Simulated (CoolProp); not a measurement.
Vapour-liquid equilibrium of R134a (1) + R142b (2) at 233.9 K; x and y are mole fractions of (1).

Computed with CoolProp (multi-fluid Helmholtz-energy mixture model, Tillner-Roth 1994 and Lemmon 2006; pair parameters Bell 2016).

| x | bubble pressure, mixture model (bar) | bubble pressure, Raoult's law (bar) | y, mixture model | y, Raoult's law |
|---|---|---|---|---|
| 0.05 | (withheld) | 0.2623 | 0.121 | 0.102 |
| 0.15 | 0.3074 | 0.2907 | (withheld) | 0.275 |
| 0.25 | 0.3431 | 0.3192 | 0.448 | 0.417 |
| 0.35 | 0.3758 | 0.3476 | 0.557 | 0.536 |
| 0.45 | (withheld) | 0.3761 | 0.645 | 0.637 |
| 0.55 | 0.4330 | 0.4045 | 0.720 | 0.724 |
| 0.65 | 0.4580 | 0.4330 | (withheld) | 0.799 |
| 0.75 | (withheld) | 0.4614 | 0.847 | 0.866 |
| 0.85 | (withheld) | 0.4899 | 0.907 | 0.924 |
| 0.95 | 0.5230 | 0.5183 | 0.968 | 0.976 |

Task: Complete the blanks.

Result: 
- 0.05, bubble pressure, mixture model (bar): 0.2686
- 0.15, y, mixture model: 0.309
- 0.45, bubble pressure, mixture model (bar): 0.4057
- 0.65, y, mixture model: 0.786
- 0.75, bubble pressure, mixture model (bar): 0.4812
- 0.85, bubble pressure, mixture model (bar): 0.5027

The largest gap from Raoult's law is +8.1 % in bubble pressure, at x = 0.35. No azeotrope shows between x = 0.05 and 0.95.

The pair parameters rest on a limited set of measurements; away from them the model extrapolates.
